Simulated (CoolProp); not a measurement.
Vapour-liquid equilibrium of 1-butene (1) + acetone (2) at 0.165 MPa; x and y are mole fractions of (1).

Computed with CoolProp (multi-fluid Helmholtz-energy mixture model, Lemmon 2005 and Lemmon 2006; pair parameters Bell 2016).

| x | bubble temperature (°C) | y at the bubble point | dew temperature at overall composition x (°C) | liquid density (mol/L) |
|---|---|---|---|---|
| 0.05 | 54.7 | 0.427 | 69.5 | 12.73 |
| 0.125 | 37.9 | 0.706 | 66.9 | 12.79 |
| 0.2 | 28.0 | 0.814 | 64.2 | 12.72 |
| 0.275 | 22.0 | 0.863 | 61.3 | 12.57 |
| 0.35 | 18.4 | 0.889 | 58.2 | 12.39 |
| 0.425 | 16.0 | 0.905 | 54.8 | 12.20 |
| 0.5 | 14.4 | 0.915 | 51.1 | 11.99 |
| 0.575 | 13.2 | 0.924 | 46.9 | 11.79 |
| 0.65 | 12.2 | 0.931 | 42.0 | 11.60 |
| 0.725 | 11.2 | 0.939 | 36.4 | 11.41 |
| 0.8 | 10.2 | 0.950 | 29.4 | 11.24 |
| 0.875 | 9.1 | 0.963 | 20.4 | 11.09 |
| 0.95 | 7.8 | 0.982 | 10.2 | 10.96 |

No azeotrope shows between x = 0.05 and 0.95.

The pair parameters rest on a limited set of measurements; away from them the model extrapolates. With so large a gap from Raoult's law the liquid may split in two, which this calculation doesn't test in full.
